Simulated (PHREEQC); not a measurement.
A made-up water analysis in mg/kgw, 20 °C, pH 7.56, pe 9.4:

```
constituent         mg/kgw
------------------  ------
Na                    20.9
K                     6.71
Ca                    13.9
Mg                    7.39
Cl                    66.6
S(6) as SO4           3.58
Alkalinity as HCO3      30
Cd                   0.117
```

Na is adjusted to close the charge balance.
Valence states are taken as typed.

Computed with PHREEQC (ion-association model, phreeqc.dat).

```yaml
ionic_strength: 0.00312 mol/kgw
specific_conductance: 256 µS/cm
```

```tsv
species	molality	activity	log γ
Cl-	0.00188	0.00177	-0.026
Na+	0.000969	0.000913	-0.026
HCO3-	0.000486	0.000458	-0.026
Ca+2	0.000344	0.000271	-0.103
Mg+2	0.000301	0.000238	-0.102
K+	0.000172	0.000161	-0.026
```

No solid was allowed to form.
